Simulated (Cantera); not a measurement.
A closed system holds: 1 mol Fe₂O₃, 1.3 mol HCl, 16 mol H₂, at 1423.15 K and 1.00 Torr.

Cantera equilibrium calculation (NASA polynomials, part measured and part estimated; ideal gas, pure solids and liquids). Candidate condensed phases: Fe, FeCl₂, FeCl₃, FeO, Fe(OH)₂, Fe(OH)₃, Fe₂O₃, Fe₃O₄, H₂O; 22 gas species. Rates play no part.

Base state: H₂ 0.755, H₂O 0.173, HCl 0.0673, FeCl₂ 0.00389, H 0.000158, Fe 2.01e-5, Cl 1.16e-5 (mole fractions); condensed: Fe(γ).

**Question.** What changes in the equilibrium state with this change: H₂ from 16 to 3 mol?

**Answer.** 
| species | before | after |
|---|---|---|
| H₂ | 0.755 | 0.465 |
| H₂O | 0.173 | 0.275 |
| HCl | 0.0673 | 0.217 |
| FeCl₂ | 0.00389 | 0.0427 |
| Cl | 1.16e-5 | 4.75e-5 |
| Fe | 2.01e-5 | 1.31e-5 |
| H | 0.000158 | 0.000124 |
| Fe(γ), mol | 1.93 | 0 |
| FeO(s), mol | 0 | 1.82 |
The tables' stoichiometric FeO is somewhat more stable than real wüstite, so its field is too wide. FeO: taken at fixed stoichiometry.

**Question.** What changes in the equilibrium state with this change: HCl from 1.3 to 1.8 mol?

**Answer.** 
| species | before | after |
|---|---|---|
| H₂ | 0.755 | 0.737 |
| H₂O | 0.173 | 0.169 |
| HCl | 0.0673 | 0.0876 |
| FeCl₂ | 0.00389 | 0.00675 |
| Cl | 1.16e-5 | 1.52e-5 |
| H | 0.000158 | 0.000156 |
| Fe(γ), mol | 1.93 | 1.88 |
